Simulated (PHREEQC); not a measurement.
0.023 g of hydrous ferric oxide (600 m²/g; 0.2 weak and 0.005 strong sites per Fe, Dzombak-Morel constants, diffuse double layer) in 1 kg of water with 0.01 mol/kgw of an inert sodium salt and 7.2e-05 mmol/kgw ZnSO4, at 25 °C; the pH is set by adding NaOH or the inert anion's acid. Oxygen alone is held at its pressure in air (log pO2 = -0.68). The system is closed to CO2. No solid was allowed to form.

The series has 13 steps of pH, from 4 to 12.

Computed with PHREEQC (ion-association model, wateq4f.dat).

Question: Near which pH is half of the S sorbed, and on which side is more sorbed?

Answer: Near pH 6.0, with more sorbed at lower pH.

Question: Near which pH is half of the Zn sorbed, and on which side is more sorbed?

Answer: Near pH 6.5, with more sorbed at higher pH.
